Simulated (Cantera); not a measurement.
An isothermal, constant-pressure homogeneous reactor starts with NO : N2 = 1 : 2.8 (molar parts), at 1775 K and 100000 Pa. Integrator tolerance rtol = 1e-08.

Computed with Cantera and GRI-Mech 3.0 (53 species, 325 reactions).

Question: What does this change do: NO 1 to 1.3 parts?

Answer: 
```csv
quantity,before,after
x(NO) at 9.00 s,0.125 (gas-phase equilibrium 0.00316),0.136 (gas-phase equilibrium 0.00342)
x(NO2) at 9.00 s,0.000190 (gas-phase equilibrium 6.56e-6),0.000236 (gas-phase equilibrium 7.79e-6)
x(N2O) at 9.00 s,6.43e-6 (gas-phase equilibrium 1.91e-7),7.53e-6 (gas-phase equilibrium 2.03e-7)
x(O2) at 9.00 s,0.0689 (gas-phase equilibrium 0.130),0.0905 (gas-phase equilibrium 0.157)
x(O) at 9.00 s,2.56e-5 (gas-phase equilibrium 3.47e-5),2.93e-5 (gas-phase equilibrium 3.81e-5)
```

Question: What does this change do: temperature 1775 to 2075 K?

Answer: 
| quantity | before | after |
|---|---|---|
| x(NO) at 9.00 s | 0.125 (gas-phase equilibrium 0.00316) | 0.00766 (gas-phase equilibrium 0.00766) |
| x(NO2) at 9.00 s | 0.000190 (gas-phase equilibrium 6.56e-6) | 9.11e-6 (gas-phase equilibrium 9.10e-6) |
| x(N2O) at 9.00 s | 6.43e-6 (gas-phase equilibrium 1.91e-7) | 4.49e-7 (gas-phase equilibrium 4.49e-7) |
| x(O2) at 9.00 s | 0.0689 (gas-phase equilibrium 0.130) | 0.128 (gas-phase equilibrium 0.128) |
| x(O) at 9.00 s | 2.56e-5 (gas-phase equilibrium 3.47e-5) | 0.000419 (gas-phase equilibrium 0.000419) |
